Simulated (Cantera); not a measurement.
An isothermal, constant-pressure homogeneous reactor starts with NH3 : N2 = 1 : 0.17 (molar parts), at 1775 K and 12.0 Torr. Integrator tolerance rtol = 1e-08.

Computed with Cantera and the gas-phase N/H chemistry of the illustrative SiF4/NH3 mechanism in the Surface Chemkin manual (1991). Walls and surfaces, which speed up NH3 decomposition in real reactors, are not modelled.

What does this change do: pressure from 12.0 Torr to 1.00 bar?


```json
[
 {"quantity": "x(NH3) at 100 s", "before": "0.00530 (gas-phase equilibrium 1.55e-7)", "after": "0.000590 (gas-phase equilibrium 9.74e-6)"},
 {"quantity": "x(N2H2) at 100 s", "before": "6.96e-9 (gas-phase equilibrium <1e-12)", "after": "5.43e-12 (gas-phase equilibrium <1e-12)"},
 {"quantity": "x(N) at 100 s", "before": "1.89e-7 (gas-phase equilibrium 1.02e-10)", "after": "7.80e-10 (gas-phase equilibrium 1.29e-11)"},
 {"quantity": "x(H) at 100 s", "before": "0.000722 (gas-phase equilibrium 0.00191)", "after": "0.000242 (gas-phase equilibrium 0.000242)"},
 {"quantity": "x(H2) at 100 s", "before": "0.686 (gas-phase equilibrium 0.690)", "after": "0.691 (gas-phase equilibrium 0.691)"},
 {"quantity": "x(N2H4) at 100 s", "before": "1.26e-11 (gas-phase equilibrium <1e-12)", "after": "1.09e-12 (gas-phase equilibrium <1e-12)"}
]
```

What does this change do: pressure from 12.0 Torr to 1.01 bar?


```
quantity                                            before                                      after
----------------  ----------------------------------------  -----------------------------------------
x(NH3) at 100 s    0.00530 (gas-phase equilibrium 1.55e-7)   0.000592 (gas-phase equilibrium 9.87e-6)
x(N2H2) at 100 s    6.96e-9 (gas-phase equilibrium <1e-12)    5.39e-12 (gas-phase equilibrium <1e-12)
x(N) at 100 s     1.89e-7 (gas-phase equilibrium 1.02e-10)  7.68e-10 (gas-phase equilibrium 1.28e-11)
x(H) at 100 s     0.000722 (gas-phase equilibrium 0.00191)  0.000240 (gas-phase equilibrium 0.000241)
x(H2) at 100 s         0.686 (gas-phase equilibrium 0.690)        0.691 (gas-phase equilibrium 0.691)
x(N2H4) at 100 s   1.26e-11 (gas-phase equilibrium <1e-12)    1.10e-12 (gas-phase equilibrium <1e-12)
```
